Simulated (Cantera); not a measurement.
A Cantera script and what it prints.

```python
import numpy as np
import cantera as ct

gas_names = [...]  # 118 gases of nasa_gas.yaml made of C, Cl, F, H
cond_names = """
    C(gr) C6H6(L) C7H8(L) C8H18(L),n-octa
""".split()


# ... load() reads the species with a 1 bar reference pressure and builds the phases ...
atoms = {
    'CH2F2': {'C': 1, 'H': 2, 'F': 2},
    'H2': {'H': 2},
    'Cl2': {'CL': 2},
}
top_T = {'C(gr)': 4500}  # K; cautious upper limits of use, not melting points


# ... equilibrate(T, P, feed) seeds the gas with the atoms and calls Mixture.equilibrate('TP', solver="vcs", rtol=1e-11, max_steps=5000) ...
results = []
feed = {'CH2F2': 1, 'H2': 0.67, 'Cl2': 0.0034}  # mol
P = 100000  # Pa
for T in [1675, 1825, 1975, 2125, 2275, 2425, 2575, 2725, 2875, 3025]:
    mix = equilibrate(T, P, feed)
    results.append((T, P, feed, dict(zip(mix.species_names, mix.species_moles))))
    x = sorted(zip(gas.X, gas.species_names), reverse=True)
    print(f"T = {T:g} K  P = {P:g} Pa  gas = {mix.phase_moles(0):.4g} mol")
    print("   x: " + "  ".join(f"{s} {v:.3e}" for v, s in x if v > 1e-05))
    print("   condensed (mol): " + ("  ".join(f"{mix.phase(i).name} {mix.phase_moles(i):.4g}"
          for i in range(1, mix.n_phases) if mix.phase_moles(i) > 1e-12) or "none"))
```

It prints:

```
T = 1675 K  P = 100000 Pa  gas = 2.673 mol
   x: HF 7.481e-01  H2 2.492e-01  HCL 2.543e-03  CH4 7.479e-05  H 5.796e-05  C2H2,acetylene 1.447e-05
   condensed (mol): C(gr) 0.9997
T = 1825 K  P = 100000 Pa  gas = 2.674 mol
   x: HF 7.481e-01  H2 2.491e-01  HCL 2.542e-03  H 2.198e-04  C2H2,acetylene 5.349e-05  CH4 4.398e-05
   condensed (mol): C(gr) 0.9996
T = 1975 K  P = 100000 Pa  gas = 2.674 mol
   x: HF 7.479e-01  H2 2.487e-01  HCL 2.538e-03  H 6.824e-04  C2H2,acetylene 1.615e-04  CH4 2.808e-05
   condensed (mol): C(gr) 0.9991
T = 2125 K  P = 100000 Pa  gas = 2.676 mol
   x: HF 7.474e-01  H2 2.478e-01  HCL 2.528e-03  H 1.808e-03  C2H2,acetylene 4.152e-04  CH4 1.909e-05  CL 1.353e-05
   condensed (mol): C(gr) 0.9977
T = 2275 K  P = 100000 Pa  gas = 2.679 mol
   x: HF 7.465e-01  H2 2.458e-01  H 4.209e-03  HCL 2.507e-03  C2H2,acetylene 9.361e-04  CL 3.100e-05  F 1.404e-05  CH4 1.359e-05
   condensed (mol): C(gr) 0.9949
T = 2425 K  P = 100000 Pa  gas = 2.685 mol
   x: HF 7.447e-01  H2 2.420e-01  H 8.804e-03  HCL 2.468e-03  C2H2,acetylene 1.889e-03  CL 6.390e-05  F 4.630e-05
   condensed (mol): C(gr) 0.9897
T = 2575 K  P = 100000 Pa  gas = 2.696 mol
   x: HF 7.416e-01  H2 2.354e-01  H 1.681e-02  C2H2,acetylene 3.461e-03  HCL 2.401e-03  F 1.337e-04  CL 1.204e-04  C4H2 2.106e-05  C2H 2.070e-05
   condensed (mol): C(gr) 0.9809
T = 2725 K  P = 100000 Pa  gas = 2.714 mol
   x: HF 7.364e-01  H2 2.251e-01  H 2.960e-02  C2H2,acetylene 5.803e-03  HCL 2.295e-03  F 3.465e-04  CL 2.094e-04  C2H 8.470e-05  C4H2 6.218e-05  CF 2.127e-05  CH3 1.225e-05  C3 1.222e-05
   condensed (mol): C(gr) 0.967
T = 2875 K  P = 100000 Pa  gas = 2.742 mol
   x: HF 7.284e-01  H2 2.101e-01  H 4.850e-02  C2H2,acetylene 8.948e-03  HCL 2.139e-03  F 8.216e-04  CL 3.390e-04  C2H 2.943e-04  C4H2 1.588e-04  C3 7.749e-05  CF 7.243e-05  C2H2,vinylidene 2.087e-05  C2HF 1.545e-05  CH3 1.495e-05  C 1.464e-05
   condensed (mol): C(gr) 0.9462
T = 3025 K  P = 100000 Pa  gas = 2.783 mol
   x: HF 7.165e-01  H2 1.901e-01  H 7.429e-02  C2H2,acetylene 1.270e-02  HCL 1.928e-03  F 1.813e-03  C2H 8.843e-04  CL 5.124e-04  C3 4.063e-04  C4H2 3.544e-04  CF 2.208e-04  C 6.417e-05  C2H2,vinylidene 4.242e-05  C2 4.148e-05  C2HF 3.450e-05  CF2 1.759e-05  CH3 1.688e-05  CH2 1.541e-05  CH 1.206e-05  C6H2 1.050e-05
   condensed (mol): C(gr) 0.915
```

These are equilibrium values from Cantera (NASA tables, ideal gas, pure condensed phases), not measurements of a reactor.
